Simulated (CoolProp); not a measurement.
Vapour pressure (MPa) of ethanol: the reference equation beside estimates from Tc = 514.7 K, pc = 6.268 MPa, ω = 0.644. Clausius-Clapeyron is anchored at 370.6 K with a constant enthalpy of vaporisation of 37.59 kJ/mol.

Values from CoolProp's reference Helmholtz-energy equation of state, Schroeder 2014.

```json
[
 {"T (K)": "370.6", "reference": "0.2053", "Lee-Kesler": "0.2064", "Clausius-Clapeyron": "0.2053", "van der Waals": "1.449", "Redlich-Kwong": "0.6922", "Soave-Redlich-Kwong": "0.2071", "Peng-Robinson": "0.2113"},
 {"T (K)": "376.8", "reference": "0.2537", "Lee-Kesler": "0.2550", "Clausius-Clapeyron": "0.2509", "van der Waals": "1.573", "Redlich-Kwong": "0.7910", "Soave-Redlich-Kwong": "0.2562", "Peng-Robinson": "0.2603"},
 {"T (K)": "383", "reference": "0.3111", "Lee-Kesler": "0.3124", "Clausius-Clapeyron": "0.3046", "van der Waals": "1.704", "Redlich-Kwong": "0.8994", "Soave-Redlich-Kwong": "0.3142", "Peng-Robinson": "0.3181"},
 {"T (K)": "389.1", "reference": "0.3774", "Lee-Kesler": "0.3783", "Clausius-Clapeyron": "0.3666", "van der Waals": "1.839", "Redlich-Kwong": "1.016", "Soave-Redlich-Kwong": "0.3810", "Peng-Robinson": "0.3844"},
 {"T (K)": "395.3", "reference": "0.4559", "Lee-Kesler": "0.4560", "Clausius-Clapeyron": "0.4398", "van der Waals": "1.984", "Redlich-Kwong": "1.145", "Soave-Redlich-Kwong": "0.4600", "Peng-Robinson": "0.4627"},
 {"T (K)": "401.4", "reference": "0.5453", "Lee-Kesler": "0.5442", "Clausius-Clapeyron": "0.5233", "van der Waals": "2.133", "Redlich-Kwong": "1.282", "Soave-Redlich-Kwong": "0.5498", "Peng-Robinson": "0.5516"},
 {"T (K)": "407.6", "reference": "0.6500", "Lee-Kesler": "0.6470", "Clausius-Clapeyron": "0.6211", "van der Waals": "2.292", "Redlich-Kwong": "1.433", "Soave-Redlich-Kwong": "0.6547", "Peng-Robinson": "0.6553"},
 {"T (K)": "413.8", "reference": "0.7699", "Lee-Kesler": "0.7643", "Clausius-Clapeyron": "0.7334", "van der Waals": "2.458", "Redlich-Kwong": "1.596", "Soave-Redlich-Kwong": "0.7746", "Peng-Robinson": "0.7737"},
 {"T (K)": "419.9", "reference": "0.9040", "Lee-Kesler": "0.8951", "Clausius-Clapeyron": "0.8595", "van der Waals": "2.629", "Redlich-Kwong": "1.769", "Soave-Redlich-Kwong": "0.9087", "Peng-Robinson": "0.9060"},
 {"T (K)": "426.1", "reference": "1.058", "Lee-Kesler": "1.045", "Clausius-Clapeyron": "1.005", "van der Waals": "2.810", "Redlich-Kwong": "1.957", "Soave-Redlich-Kwong": "1.063", "Peng-Robinson": "1.058"}
]
```

Absolute difference from the reference over all 10 rows, mean and median: Lee-Kesler 0.5 and 0.5 %, Clausius-Clapeyron 3.3 and 3.8 %, van der Waals 341.5 and 313.2 %, Redlich-Kwong 150.2 and 143.1 %, Soave-Redlich-Kwong 0.8 and 0.9 %, Peng-Robinson 1.4 and 1.3 %.
